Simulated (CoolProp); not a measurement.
A single-stage vapour-compression cycle with dimethyl ether: evaporating at 225.15 K (dew point), condensing at 263.15 K (bubble point), superheat 10 K, subcooling 0 K, compressor efficiency 0.7, no pressure losses. Each further row changes one setting.

Model: reference Helmholtz-energy equation of state, Wu 2011, in CoolProp.

| case | cooling COP | pressure ratio | discharge temperature (K) | refrigerating effect (kJ/kg) | volumetric capacity (kJ/m³) |
|---|---|---|---|---|---|
| as stated | [?] | 5.67 | 321.7 | 419 | 327 |
| evaporating temperature 230.15 K | [?] | 4.34 | 313.8 | 425 | 425 |
| condensing temperature 258.15 K | [?] | 4.66 | 311.7 | 430 | 336 |
| subcooling 5 K | [?] | 5.67 | 321.7 | 430 | 336 |
| superheat 20 K | [?] | 5.67 | [?] | [?] | [?] |
| compressor efficiency 0.6 | 3.09 | 5.67 | 334.2 | 419 | 327 |

Question: Some entries are withheld; supply them.

Answer: 
- as stated, cooling COP: 3.60
- evaporating temperature 230.15 K, cooling COP: 4.32
- condensing temperature 258.15 K, cooling COP: 4.22
- subcooling 5 K, cooling COP: 3.70
- superheat 20 K, cooling COP: 3.56
- superheat 20 K, discharge temperature (K): 333.3
- superheat 20 K, refrigerating effect (kJ/kg): 432
- superheat 20 K, volumetric capacity (kJ/m³): 323
